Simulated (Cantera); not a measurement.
A closed system holds: 1 mol Ta, a varied amount of CH4, held at 2523.15 K and 0.0203 Torr.

Cantera equilibrium calculation (NASA polynomials, part measured and part estimated; ideal gas, pure solids and liquids). Candidate condensed phases: C, C6H6, C7H8, C8H18, Ta, TaC; 77 gas species. Mutual solubility and eutectic melting of coexisting phases are not modelled. TaC: taken at fixed stoichiometry. Condensed phases not in the tables: Ta2C, N, O or C dissolved in the metal. Equilibrium is a limit: real reactors are often held back by kinetics, nucleation or transport.

x: gas mole fraction; n: condensed amount in mol.

```
n(CH4) (mol)    x H    x H2      x C3      x C  n Ta(s)  n TaC(s)  n C(graphite)
------------  -----  ------  --------  -------  -------  --------  -------------
0.35          0.967  0.0327  5.00e-11  1.05e-5    0.650     0.350              0
0.62          0.967  0.0327  5.00e-11  1.05e-5    0.380     0.620              0
0.88          0.967  0.0327  5.00e-11  1.05e-5    0.120     0.880              0
1.1           0.957  0.0319   0.00524  0.00493        0     1.000              0
1.4           0.939  0.0308         …        …        0      1.00              0
1.7           0.931  0.0303    0.0263  0.00845        0      1.00         0.0487
1.9           0.931  0.0303    0.0263  0.00845        0     1.000          0.172
2.2           0.931  0.0303    0.0263  0.00845        0     1.000          0.357
2.4           0.931  0.0303    0.0263  0.00845        0     1.000              …
2.7           0.931  0.0303    0.0263  0.00845        0     1.000          0.666
```

### Question
Some entries are withheld; supply them.

### Answer

- 1.4, x C3: 0.0192
- 1.4, x C: 0.00761
- 2.4, n C(graphite): 0.481
